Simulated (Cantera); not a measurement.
Input (Python, Cantera) and output of one run.

```python
import numpy as np
import cantera as ct

gas_names = """
    Br Br2 H HBr H2 N NH NH2 NH3 N2 N2H2 N2H4 Si SiBr SiBr2 SiBr3 SiBr4 SiH SiHBr3 SiH2 SiH2Br2 SiH3
    SiH3Br SiH4 SiN Si2 Si2N Si3
""".split()
cond_names = """
    Br2(cr) Br2(L) Si(cr) Si(L) Si3N4(a)
""".split()


def load(file, names, dense=False):
    # The tables refer to 1 bar. Condensed volumes are neglected.
    table = {s.name: s for s in ct.Species.list_from_file(file)}
    out = []
    for n in names:
        d = dict(table[n].input_data)
        d["thermo"] = dict(d["thermo"], **{"reference-pressure": 1e5})
        if dense:
            d["equation-of-state"] = {"model": "constant-volume", "density": "1e6 g/cm^3"}
        out.append(ct.Species.from_dict(d))
    return out


gas = ct.Solution(thermo="ideal-gas", species=load("nasa_gas.yaml", gas_names))
cond = {s.name: ct.Solution(thermo="fixed-stoichiometry", species=[s], name=s.name)
        for s in load("nasa_condensed.yaml", cond_names, dense=True)}
atoms = {
    'Si': {'Si': 1},
    'HBr': {'H': 1, 'Br': 1},
    'N2': {'N': 2},
}
top_T = {'Si3N4(a)': 2400}  # K; cautious upper limits of use, not melting points


def equilibrate(T, P, feed):
    n = {}
    for name, mol in feed.items():
        for a, k in atoms[name].items():
            n[a] = n.get(a, 0.0) + k * mol
    gas.TPX = T, P, n
    mass = sum(n.values()) * gas.mean_molecular_weight
    gas.equilibrate("TP")
    valid = [c for c in cond.values() if c.min_temp <= T <= top_T.get(c.name, c.max_temp)]
    mix = ct.Mixture([(gas, mass / gas.mean_molecular_weight)] + [(c, 0.0) for c in valid])
    mix.T, mix.P = T, P
    mix.equilibrate("TP", solver="vcs", rtol=1e-11, max_steps=5000)
    return mix


results = []
feed = {'Si': 1, 'HBr': 14, 'N2': 15}  # mol
T = 900  # K
P = 13332.2  # Pa
mix = equilibrate(T, P, feed)
results.append((T, P, feed, dict(zip(mix.species_names, mix.species_moles))))
x = sorted(zip(gas.X, gas.species_names), reverse=True)
print(f"T = {T:g} K  P = {P:g} Pa  gas = {mix.phase_moles(0):.4g} mol")
print("   x: " + "  ".join(f"{s} {v:.3e}" for v, s in x if v > 1e-05))
print("   condensed (mol): " + ("  ".join(f"{mix.phase(i).name} {mix.phase_moles(i):.4g}"
      for i in range(1, mix.n_phases) if mix.phase_moles(i) > 1e-12) or "none"))
```

Output:

```
T = 900 K  P = 13332.2 Pa  gas = 28 mol
   x: N2 5.357e-01  HBr 3.572e-01  H2 7.141e-02  SiBr4 3.570e-02  SiHBr3 1.148e-05
   condensed (mol): none
```

Method: chemical equilibrium by Gibbs-energy minimisation in Cantera with the NASA 1993 tables (ideal gas, pure condensed phases).
